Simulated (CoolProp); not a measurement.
The fluid at 352.79 K and 0.0139 MPa (gas) is heated at constant pressure to 411.4 K. The same conditions are run with several fluids, on thermodynamics alone (safety and materials aside).

The numbers come from the reference Helmholtz-energy equation of state of each fluid (water: Wagner 2002; CH3F (R41): Lemmon 2006; C3F8 (R218): Lemmon 2006; R407C: Lemmon 2003) in CoolProp. Blends and air are pseudo-pure fits.

```tsv
fluid	heat (kJ/kg)	final density (kg/m³)
water	(withheld)	(withheld)
CH3F (R41)	73.9	(withheld)
C3F8 (R218)	53.1	(withheld)
R407C	56.0	0.351
```

Q: What belongs in the gaps?

A: 
- water, heat (kJ/kg): 112
- water, final density (kg/m³): 0.0733
- CH3F (R41), final density (kg/m³): 0.138
- C3F8 (R218), final density (kg/m³): 0.765
